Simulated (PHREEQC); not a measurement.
A solution holds 0.0016 mol/kgw Na2SiF6, 0.057 mol/kgw H2SiF6 and 0.0017 mol/kgw Na2S, at 20 °C. Closed to the air; pH follows from the charge balance.

The numbers come from PHREEQC with the ion-association model, phreeqc.dat.

No solid was allowed to form.

Problem. Predict the pH.

Solution. pH 1.06.

Problem. In which forms is Si present?

Solution. SiF6-2 98 %, H4SiO4 2.2 % of the Si.

Saturation is exceeded, for instance for Quartz (slow to form), Chalcedony (slow to form); the values hold only as long as no solid forms. Species that the database lacks are ignored. SiF6-2 is the database's only silicon fluoride.
